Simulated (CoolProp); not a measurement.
The fluid at 293.15 K and 0.455 MPa is throttled through a valve to 0.156 MPa with no heat exchange. The same conditions are run with several fluids, on thermodynamics alone (safety and materials aside).

The numbers come from the reference Helmholtz-energy equation of state of each fluid (ethylene: Smukala 2000; R125: Lemmon 2005; R404A: Lemmon 2003; R143a: Lemmon and Jacobsen 2000; hydrogen sulfide: Lemmon 2006) in CoolProp. Blends and air are pseudo-pure fits.

```tsv
fluid	temperature change (K)	final density (kg/m³)
ethylene	-3.2	___
R125	___	8.02
R404A	-5.8	___
R143a	___	5.67
hydrogen sulfide	___	___
```

Q: Complete the blanks.

A: 
- ethylene, final density (kg/m³): 1.83
- R125, temperature change (K): -4.7
- R404A, final density (kg/m³): 6.57
- R143a, temperature change (K): -6.3
- hydrogen sulfide, temperature change (K): -5.5
- hydrogen sulfide, final density (kg/m³): 2.25
